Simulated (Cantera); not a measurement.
Charge: 1 mol FeS2, 0.091 mol H2S, 9.1 mol CO2, 0.21 mol SO2, equilibrated at 1048 K and 4.00 bar.

Cantera equilibrium calculation (NASA polynomials, part measured and part estimated; ideal gas, pure solids and liquids). Candidate condensed phases: C, C6H6, C7H8, C8H18, Fe, Fe(CO)5, FeO, Fe(OH)2, Fe(OH)3, FeS, FeSO4, FeS2, Fe2O3, Fe2(SO4)3, Fe3O4, H2O, H2SO4, S; 127 gas species. FeS: taken at fixed stoichiometry. Gases not in the tables: S3 to S7. The numbers say what is thermodynamically allowed, not how fast it happens.

Base state: CO2 0.903, S2 0.0470, SO2 0.0245, COS 0.00787, CO 0.00695, H2O 0.00687, H2S 0.00225, S2O 0.00128 (mole fractions); condensed: FeS(s).

**Question.** What changes in the equilibrium state with this change: temperature from 1048 K to 1100 K?

**Answer.** 
```
species       before    after
-----------  -------  -------
CO2            0.903    0.898
S2            0.0470   0.0460
SO2           0.0245   0.0266
CO           0.00695   0.0114
SO           6.64e-6  1.33e-5
H2           6.27e-5  8.96e-5
FeS(s), mol     1.00     1.00
```

**Question.** What changes in the equilibrium state with this change: temperature from 1048 K to 750 K?

**Answer.** 
```
species        before     after
------------  -------  --------
CO2             0.903     0.966
SO2            0.0245    0.0186
H2O           0.00687   0.00819
S2             0.0470   0.00427
COS           0.00787  0.000958
S8            5.53e-8  0.000246
CO            0.00695   4.47e-5
FeS(s), mol      1.00         0
FeS2(s), mol        0      1.00
```

**Question.** What changes in the equilibrium state with this change: H2S from 0.091 to 0.07 mol?

**Answer.** 
```csv
species,before,after
CO2,0.903,0.906
S2,0.0470,0.0461
SO2,0.0245,0.0252
H2O,0.00687,0.00533
H2S,0.00225,0.00170
H2,6.27e-5,4.78e-5
CS2,1.64e-5,1.56e-5
"FeS(s), mol",1.00,1.00
```
